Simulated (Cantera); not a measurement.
# Thermodynamics of tantalum, niobium, vanadium and zirconium in process gases, feed Ta + CO₂ + H₂

Feed: 1 mol Ta, 0.13 mol CO₂, 210 mol H₂.

These are equilibrium values from Cantera (NASA tables, ideal gas, pure condensed phases), not measurements of a reactor. Candidate condensed phases: C, C₆H₆, C₇H₈, C₈H₁₈, H₂O, Ta, TaC, Ta₂O₅; 113 gas species. Mutual solubility and eutectic melting of coexisting phases are not modelled. TaC: taken at fixed stoichiometry. Condensed phases not in the tables: Ta₂C, N, O or C dissolved in the metal. The numbers say what is thermodynamically allowed, not how fast it happens.

Task: Map the stable condensed phases over T = 1398, 1448, 1498, 1548, 1598, 1648, 1698, 1748, 1798, 1848 K and P in Pa = 0.10, 0.50, 2.5, 13, 63, 320, 1600, 7900, 40000, 200000, 1000000.

Result: 
```
T in K \ P in Pa
            0.10    0.50     2.5      13      63     320    1600    7900   40000  200000 1000000
   1848        A       A       A       A       A       A       A       A       A       B       B
   1798        A       A       A       A       A       A       A       A       B       B       B
   1748        A       A       A       A       C       C       C       C       B       B       B
   1698        A       A       C       C       C       C       C       B       B       B       B
   1648        A       C       C       C       C       C       C       B       B       B       B
   1598        C       C       C       C       C       C       B       B       B       B       B
   1548        C       C       C       C       C       C       B       B       B       B       B
   1498        C       C       C       C       C       B       B       B       B       B       B
   1448        C       C       C       C       B       B       B       B       B       B       B
   1398        C       C       C       B       B       B       B       B       B       B       B
```
A: Ta; B: Ta + TaC + Ta₂O₅; C: Ta + Ta₂O₅.
